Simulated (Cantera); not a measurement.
Equilibrium for sublimation and decomposition of ceramics: SiC + H₂ + C

A closed system holds: 1 mol SiC, 8.3 mol H₂, 0.033 mol C, at 75.0 Torr.

These are equilibrium values from Cantera (NASA tables, ideal gas, pure condensed phases), not measurements of a reactor. Candidate condensed phases: C, C₆H₆, C₇H₈, C₈H₁₈, Si, SiC; 87 gas species. Gases not in the tables: Si₂H₆ and higher silanes. Rates play no part.

From 1600 °C to 1750 °C the condensed part is C(graphite) + SiC(s). From 1900 °C to 2200 °C the condensed part is SiC(s). At 2350 °C the condensed part is C(graphite) + SiC(s). From 2500 °C to 2800 °C nothing is condensed. The main Si-bearing gas is Si throughout.

```csv
T (°C),x H₂,x H,x Si,x SiC₂,x C₂H₂ (acetylene),x Si₂C,x SiH,n C(graphite),n SiC(s)
1600,0.998,0.00204,2.93e-6,6.42e-8,0.000311,4.51e-8,8.62e-7,0.0273,1.000
1750,0.993,0.00598,3.39e-5,1.56e-6,0.000887,1.02e-6,6.88e-6,0.0182,1.000
1900,0.982,0.0151,0.000282,2.39e-5,0.00212,1.51e-5,4.13e-5,0,0.997
2050,0.960,0.0337,0.00212,0.000214,0.00314,0.000185,0.000232,0,0.974
2200,0.912,0.0673,0.00976,0.00186,0.00697,0.00130,0.000812,0,0.866
2350,0.807,0.120,0.0360,0.0131,0.0143,0.00695,0.00226,0.0679,0.376
2500,0.692,0.196,0.0552,0.0265,0.0194,0.00613,0.00264,0,0
2650,0.590,0.301,0.0584,0.0255,0.0176,0.00239,0.00216,0,0
2800,0.470,0.426,0.0580,0.0225,0.0144,0.000896,0.00163,0,0
```
x: gas mole fraction; n: condensed amount in mol.
